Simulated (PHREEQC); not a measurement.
1 kg of water holding 0.093 mmol/kgw CaSO4 and 48 mmol/kgw KCl is evaporated at 30 °C; the solids stay in contact with the brine. No CO2 enters from the air. Only these solids could form: Arcanite, Gypsum, Anhydrite, Misenite, Portlandite, Sylvite, Syngenite.

All values are PHREEQC results (Pitzer model, pitzer.dat), not measurements.

```
water left (kg)  ionic strength  water activity  Sylvite (mol)
---------------  --------------  --------------  -------------
1                        0.0484           0.998              0
0.6755                   0.0716           0.998              0
0.5552                   0.0871           0.997              0
0.4563                    0.106           0.996              0
0.3082                    0.157           0.995              0
0.2082                    0.232           0.992              0
0.1711                    0.283           0.991              0
0.1407                    0.344           0.989              0
0.09502                   0.509           0.984              0
0.06418                   0.754           0.976              0
0.05275                   0.917           0.971              0
0.04335                    1.12           0.965              0
0.0293                     1.65           0.948              0
0.01979                    2.44           0.922              0
0.01627                    2.97           0.905              0
0.01337                    3.62           0.883              0
0.00903                    5.04           0.835        0.00285
0.006093                   5.06           0.835         0.0175
0.005012                   5.07           0.835         0.0229
```

Sylvite from water left = 0.00903 kg.
